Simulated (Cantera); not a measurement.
An isothermal, constant-pressure homogeneous reactor starts with 24.9 % H₂, 34.1 % O₂, 41.0 % N₂, equivalence ratio 0.36, at 1375 K and 0.280 bar.

Detailed kinetics in Cantera: the H2/O2 subset of GRI-Mech 3.0, which has no nitrogen chemistry. The temperature is held fixed by assumption; the heat of reaction is taken as removed at once.

x: mole fraction; the columns are a selection and need not sum to one.

| t (s) | x H₂ | x O₂ | x H₂O | x O | x H | x HO₂ | x OH |
|---|---|---|---|---|---|---|---|
| 2.00e-6 | 0.249 | 0.341 | 1.59e-8 | 1.30e-8 | 6.13e-8 | … | 1.04e-8 |
| 9.28e-6 | 0.249 | 0.341 | 1.61e-6 | 4.42e-7 | 1.41e-6 | … | 3.27e-7 |
| 4.31e-5 | 0.0969 | 0.266 | 0.110 | 0.0287 | 0.0720 | … | 0.0150 |
| 0.000200 | 0.00616 | 0.242 | 0.266 | 0.00982 | 0.00772 | … | 0.00741 |
| 0.000928 | 0.000210 | 0.247 | 0.284 | 0.000314 | 4.28e-5 | … | 0.00131 |
| 0.00431 | 1.29e-5 | 0.247 | 0.284 | 2.18e-5 | 7.73e-7 | … | 0.000349 |
| 0.0200 | 1.68e-6 | 0.248 | 0.285 | 3.08e-6 | 4.07e-8 | … | 0.000131 |
| 0.0928 | 4.22e-7 | 0.248 | 0.285 | 7.76e-7 | 5.36e-9 | 1.02e-7 | 6.57e-5 |
| 0.431 | 3.33e-7 | 0.248 | 0.285 | 6.02e-7 | 3.76e-9 | 1.02e-7 | 5.79e-5 |
| 2.00 | 3.33e-7 | 0.248 | 0.285 | 6.02e-7 | 3.76e-9 | 1.02e-7 | 5.79e-5 |
| 9.28 | 3.33e-7 | 0.248 | 0.285 | 6.02e-7 | 3.76e-9 | 1.02e-7 | 5.79e-5 |
| 43.1 | 3.33e-7 | 0.248 | 0.285 | 6.02e-7 | 3.76e-9 | 1.02e-7 | 5.79e-5 |
| 200 | 3.33e-7 | 0.248 | 0.285 | 6.02e-7 | 3.76e-9 | 1.02e-7 | 5.79e-5 |

Question: What belongs in the gaps?

Answer: 
- 2.00e-6, x HO₂: 5.90e-8
- 9.28e-6, x HO₂: 2.96e-7
- 4.31e-5, x HO₂: 4.84e-5
- 0.000200, x HO₂: 5.90e-5
- 0.000928, x HO₂: 9.75e-6
- 0.00431, x HO₂: 9.09e-7
- 0.0200, x HO₂: 1.69e-7
